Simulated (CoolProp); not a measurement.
Aqueous calcium chloride as a coolant, 27 % by mass, freezing at -35.3 °C, 1 atm.

Values from CoolProp's Melinder's fits for secondary coolants.

```
T (°C)  Prandtl number  viscosity (mPa s)  density (kg/m³)  cp (kJ/(kg K))
------  --------------  -----------------  ---------------  --------------
-27               65.5               12.0             1269           2.723
-19.9             48.1               8.90             1266           2.746
-12.9             36.6                  ?             1264           2.768
-5.9              28.8               5.45             1261           2.789
1.2               23.1               4.43             1258           2.810
8.2                  ?               3.69             1255           2.829
15.2              16.0                  ?             1252           2.848
22.3                 ?               2.69             1248               ?
29.3              11.7               2.34             1244           2.884
36.3              10.1               2.05             1240           2.901
```

### Question
Some entries are withheld; supply them.

### Answer

- -12.9, viscosity (mPa s): 6.86
- 8.2, Prandtl number: 19.0
- 15.2, viscosity (mPa s): 3.13
- 22.3, Prandtl number: 13.6
- 22.3, cp (kJ/(kg K)): 2.867
